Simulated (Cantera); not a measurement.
An isothermal, constant-pressure homogeneous reactor starts with H₂ : O₂ = 0.017 : 1 (molar parts), at 1473 K and 10.00 Torr.

Cantera simulation using the H2/O2 subset of GRI-Mech 3.0, which has no nitrogen chemistry; the numbers are that mechanism's predictions, not measurements. Radical loss at walls, strong at low pressure, is not modelled.

x: mole fraction; the columns are a selection and need not sum to one.

| t (s) | x H₂ | x O₂ | x O | x OH | x H₂O₂ |
|---|---|---|---|---|---|
| 0.000700 | 0.0167 | 0.983 | 8.35e-6 | 7.44e-6 | … |
| 0.00146 | 0.0157 | 0.982 | 0.000645 | 0.000557 | … |
| 0.00305 | 0.000304 | 0.968 | 0.0137 | 0.00301 | … |
| 0.00637 | 0.000103 | 0.968 | 0.0141 | 0.00251 | 1.22e-8 |
| 0.0133 | 0.000101 | 0.968 | 0.0138 | 0.00248 | 1.21e-8 |
| 0.0277 | 9.74e-5 | 0.968 | 0.0133 | 0.00244 | 1.20e-8 |
| 0.0579 | 8.98e-5 | 0.970 | 0.0122 | 0.00234 | 1.16e-8 |
| 0.121 | 7.65e-5 | 0.972 | 0.0103 | 0.00216 | 1.09e-8 |
| 0.252 | 5.66e-5 | 0.975 | 0.00748 | 0.00186 | … |
| 0.527 | 3.35e-5 | 0.978 | 0.00436 | 0.00144 | … |
| 1.10 | 1.52e-5 | 0.981 | 0.00195 | 0.000970 | … |
| 2.30 | 5.48e-6 | 0.982 | 0.000691 | 0.000582 | … |
| 4.79 | 1.74e-6 | 0.983 | 0.000218 | 0.000328 | … |
| 10.0 | 5.66e-7 | 0.983 | 7.06e-5 | 0.000187 | 6.35e-10 |

Task: Complete the blanks.

Result: 
- 0.000700, x H₂O₂: 1.62e-9
- 0.00146, x H₂O₂: 3.68e-9
- 0.00305, x H₂O₂: 1.59e-8
- 0.252, x H₂O₂: 9.69e-9
- 0.527, x H₂O₂: 7.68e-9
- 1.10, x H₂O₂: 5.16e-9
- 2.30, x H₂O₂: 2.88e-9
- 4.79, x H₂O₂: 1.37e-9
